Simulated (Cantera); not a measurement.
A Cantera script and what it prints.

```python
import numpy as np
import cantera as ct

gas_names = """
    H HO2 H2 H2O H2O2 O OH O2 O3 Si SiH SiH2 SiH3 SiH4 SiO SiO2 Si2 Si3
""".split()
cond_names = """
    H2O(s) H2O(L) Si(cr) Si(L) SiO2(Lqz) SiO2(hqz) SiO2(L)
""".split()


def load(file, names, dense=False):
    # The tables refer to 1 bar. Condensed volumes are neglected.
    table = {s.name: s for s in ct.Species.list_from_file(file)}
    out = []
    for n in names:
        d = dict(table[n].input_data)
        d["thermo"] = dict(d["thermo"], **{"reference-pressure": 1e5})
        if dense:
            d["equation-of-state"] = {"model": "constant-volume", "density": "1e6 g/cm^3"}
        out.append(ct.Species.from_dict(d))
    return out


gas = ct.Solution(thermo="ideal-gas", species=load("nasa_gas.yaml", gas_names))
cond = {s.name: ct.Solution(thermo="fixed-stoichiometry", species=[s], name=s.name)
        for s in load("nasa_condensed.yaml", cond_names, dense=True)}
atoms = {
    'SiO2': {'Si': 1, 'O': 2},
    'H2': {'H': 2},
}
top_T = {}  # K; cautious upper limits of use, not melting points


def equilibrate(T, P, feed):
    n = {}
    for name, mol in feed.items():
        for a, k in atoms[name].items():
            n[a] = n.get(a, 0.0) + k * mol
    gas.TPX = T, P, n
    mass = sum(n.values()) * gas.mean_molecular_weight
    gas.equilibrate("TP")
    valid = [c for c in cond.values() if c.min_temp <= T <= top_T.get(c.name, c.max_temp)]
    mix = ct.Mixture([(gas, mass / gas.mean_molecular_weight)] + [(c, 0.0) for c in valid])
    mix.T, mix.P = T, P
    mix.equilibrate("TP", solver="vcs", rtol=1e-11, max_steps=5000)
    return mix


results = []
feed = {'SiO2': 1, 'H2': 420}  # mol
T = 2098  # K
P = 340000  # Pa
mix = equilibrate(T, P, feed)
results.append((T, P, feed, dict(zip(mix.species_names, mix.species_moles))))
print(gas.report(threshold=0.001))
for i in range(1, mix.n_phases):
    print(f"{mix.phase(i).name:16s} {mix.phase_moles(i):12.5e} mol")
```

Output:

```
       temperature   2098 K
          pressure   3.4e+05 Pa
           density   0.041948 kg/m^3
  mean mol. weight   2.1521 kg/kmol
   phase of matter   gas

                          1 kg             1 kmol
                     ---------------   ---------------
          enthalpy        2.5993e+07        5.5941e+07  J
   internal energy        1.7888e+07        3.8498e+07  J
           entropy             83938        1.8065e+05  J/K
    Gibbs function       -1.5011e+08       -3.2306e+08  J
 heat capacity c_p             16052             34545  J/K
 heat capacity c_v             12188             26231  J/K

                      mass frac. Y      mole frac. X     chem. pot. / RT
                     ---------------   ---------------   ---------------
                 H        0.00077916         0.0016635           -9.2083
                H2           0.93074           0.99359           -18.417
               H2O          0.019866         0.0023733           -46.366
               SiO          0.048605         0.0023728           -40.409
     [  +14 minor]        1.0957e-05        9.7204e-07

Si(L)             0.00000e+00 mol
SiO2(L)           0.00000e+00 mol
```

These are equilibrium values from Cantera (NASA tables, ideal gas, pure condensed phases), not measurements of a reactor.
